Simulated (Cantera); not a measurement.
# Low-pressure radical oxidation in H2/O2

A perfectly stirred reactor is fed with H2 : O2 = 0.0057 : 1 (molar parts), equivalence ratio 0.0029, at 10.00 Torr; it is held at 1100 K, and followed from long to short residence time.

Model: GRI-Mech 3.0 (53 species, 325 reactions), integrated in Cantera. Radical loss at walls, strong at low pressure, is not modelled.

```json
[
 {"τ (s)": "0.50", "x H2": "8.36e-5", "x O2": "0.993", "x H2O": "0.00545", "x O": "0.00163", "x HO2": "6.19e-7"},
 {"τ (s)": "0.27", "x H2": "0.000122", "x O2": "0.992", "x H2O": "0.00537", "x O": "0.00209", "x HO2": "7.44e-7"},
 {"τ (s)": "0.15", "x H2": "0.000179", "x O2": "0.992", "x H2O": "0.00527", "x O": "0.00254", "x HO2": "8.77e-7"},
 {"τ (s)": "0.082", "x H2": "0.000270", "x O2": "0.991", "x H2O": "0.00511", "x O": "0.00294", "x HO2": "1.03e-6"},
 {"τ (s)": "0.045", "x H2": "0.000416", "x O2": "0.991", "x H2O": "0.00490", "x O": "0.00323", "x HO2": "1.19e-6"},
 {"τ (s)": "0.024", "x H2": "0.000665", "x O2": "0.991", "x H2O": "0.00457", "x O": "0.00333", "x HO2": "1.36e-6"},
 {"τ (s)": "0.013", "x H2": "0.00106", "x O2": "0.991", "x H2O": "0.00411", "x O": "0.00321", "x HO2": "1.50e-6"},
 {"τ (s)": "0.0072", "x H2": "0.00165", "x O2": "0.991", "x H2O": "0.00348", "x O": "0.00285", "x HO2": "1.59e-6"},
 {"τ (s)": "0.0040", "x H2": "0.00255", "x O2": "0.992", "x H2O": "0.00261", "x O": "0.00221", "x HO2": "1.58e-6"}
]
```
x: mole fraction; the columns are a selection and need not sum to one.
